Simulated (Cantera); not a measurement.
Charge: 1 mol SiH2Cl2, 5.6 mol H2O, 11 mol O2, at 0.133 bar.

These are equilibrium values from Cantera (NASA tables, ideal gas, pure condensed phases), not measurements of a reactor. Candidate condensed phases: H2O, Si, SiO2; 30 gas species. The tables hold silica as quartz up to 1696 K and as liquid above; real silica turns to tridymite and cristobalite and melts near 1996 K. Gases not in the tables: Si(OH)4. Rates play no part.

x: gas mole fraction; n: condensed amount in mol.

```tsv
T (°C)	x O2	x H2O	x HCl	x Cl2	x Cl	x OH	x ClO	n SiO2(β-quartz)
577	0.566	0.329	0.0959	0.00910	(withheld)	1.41e-8	2.00e-7	1.00
652	0.567	0.324	0.103	0.00542	(withheld)	9.01e-8	4.97e-7	1.00
727	0.567	0.322	0.107	0.00332	(withheld)	4.38e-7	1.05e-6	1.00
802	0.568	0.321	0.109	0.00211	(withheld)	1.71e-6	1.97e-6	1.00
877	0.568	0.320	0.111	0.00141	(withheld)	5.59e-6	3.37e-6	1.00
952	0.568	0.320	0.111	0.000973	(withheld)	1.58e-5	5.38e-6	1.00
1027	0.568	0.319	0.111	0.000696	(withheld)	3.98e-5	8.11e-6	1.00
1102	0.567	0.319	0.111	0.000513	(withheld)	9.05e-5	1.16e-5	1.00
1177	0.567	0.319	0.111	0.000387	(withheld)	0.000189	1.61e-5	1.00
```

Question: Some entries are withheld; supply them.

Answer: 
- 577, x Cl: 7.29e-6
- 652, x Cl: 2.33e-5
- 727, x Cl: 6.13e-5
- 802, x Cl: 0.000139
- 877, x Cl: 0.000282
- 952, x Cl: 0.000521
- 1027, x Cl: 0.000896
- 1102, x Cl: 0.00145
- 1177, x Cl: 0.00222
